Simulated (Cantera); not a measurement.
Cantera run, input and output.

```python
import numpy as np
import cantera as ct

gas = ct.Solution("h2o2.yaml")
gas.TPX = 1000, 1333, {'H2': 0.26, 'O2': 1}
reactor = ct.IdealGasConstPressureReactor(gas, energy="off", clone=False)
net = ct.ReactorNet([reactor])
net.rtol, net.atol = 1e-08, 1e-18
show = ['H2', 'O2', 'H', 'OH', 'H2O', 'HO2']
times = np.geomspace(0.0001, 100, 12)

steps = ct.SolutionArray(gas, extra=["t"])
rows = []
print(f"{'t/s':>10s}{'T/K':>9s}{'P/Pa':>11s}" + "".join(f"{s:>11s}" for s in show))
for t in times:
    while net.time < t:
        t_next = net.step()
        steps.append(gas.state, t=t_next)
    rows.append([np.interp(t, steps.t, y) for y in (steps.T, steps.P, *steps(*show).X.T)])
    print(f"{t:10.3e}{rows[-1][0]:9.1f}{rows[-1][1]:11.4g}" + "".join(f"{x:11.3e}" for x in rows[-1][2:]))
rate = np.gradient(steps.T, steps.t)
print("integrator steps:", len(steps.t))
if steps.T.max() > steps.T[0] + 200:
    print(f"time of steepest temperature rise: {steps.t[rate.argmax()]:.4e} s")
gas.TPX = 1000, 1333, {'H2': 0.26, 'O2': 1}
gas.equilibrate("TP")
print(f"equilibrium (TP): T = {gas.T:.1f} K  " + "  ".join(f"{s} {gas[s].X[0]:.3e}" for s in show))
```

Output:

```
       t/s      T/K       P/Pa         H2         O2          H         OH        H2O        HO2
 1.000e-04   1000.0       1333  2.063e-01  7.937e-01  1.555e-10  2.090e-11  3.511e-11  1.596e-10
 3.511e-04   1000.0       1333  2.063e-01  7.937e-01  1.076e-09  2.004e-10  1.011e-09  5.706e-10
 1.233e-03   1000.0       1333  2.063e-01  7.937e-01  1.711e-07  3.370e-08  2.565e-07  4.834e-09
 4.329e-03   1000.0       1333  3.663e-02  7.178e-01  7.705e-02  6.538e-03  1.301e-01  1.342e-05
 1.520e-02   1000.0       1333  2.467e-03  7.603e-01  5.568e-03  2.176e-03  2.215e-01  1.568e-05
 5.337e-02   1000.0       1333  1.302e-04  7.694e-01  4.747e-05  3.969e-04  2.296e-01  5.041e-06
 1.874e-01   1000.0       1333  8.460e-06  7.698e-01  9.508e-07  1.086e-04  2.300e-01  7.356e-07
 6.579e-01   1000.0       1333  8.403e-07  7.699e-01  4.644e-08  3.997e-05  2.301e-01  1.181e-07
 2.310e+00   1000.0       1333  1.348e-07  7.699e-01  3.923e-09  1.753e-05  2.301e-01  2.462e-08
 8.111e+00   1000.0       1333  2.873e-08  7.699e-01  4.371e-10  8.429e-06  2.301e-01  6.079e-09
 2.848e+01   1000.0       1333  7.006e-09  7.699e-01  5.589e-11  4.243e-06  2.301e-01  1.777e-09
 1.000e+02   1000.0       1333  1.839e-09  7.699e-01  7.751e-12  2.195e-06  2.301e-01  8.342e-10
integrator steps: 2017
equilibrium (TP): T = 1000.0 K  H2 1.998e-10  O2 7.699e-01  H 2.797e-13  OH 7.124e-07  H2O 2.301e-01  HO2 1.272e-09
```

Detailed kinetics in Cantera: the H2/O2 subset of GRI-Mech 3.0, which has no nitrogen chemistry. Radical loss at walls, strong at low pressure, is not modelled. The temperature is held fixed by assumption; the heat of reaction is taken as removed at once.
